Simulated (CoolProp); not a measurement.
Values from CoolProp's reference Helmholtz-energy equation of state, Schroeder 2014.

Question: For ethanol, give the phase and the Z, cp (kJ/(kg K)), speed of sound (m/s), isothermal compressibility (1/MPa) at 436.1 K and 6.96 MPa; 436.1 K and 24.4 MPa; 436.1 K and 27.9 MPa.

Answer: 
- 436.1 K and 6.96 MPa: liquid; Z 0.137, cp 3.87, speed of sound 717, isothermal compressibility 0.00401
- 436.1 K and 24.4 MPa: liquid; Z 0.456, cp 3.64, speed of sound 894, isothermal compressibility 0.00236
- 436.1 K and 27.9 MPa: liquid; Z 0.517, cp 3.62, speed of sound 922, isothermal compressibility 0.00219
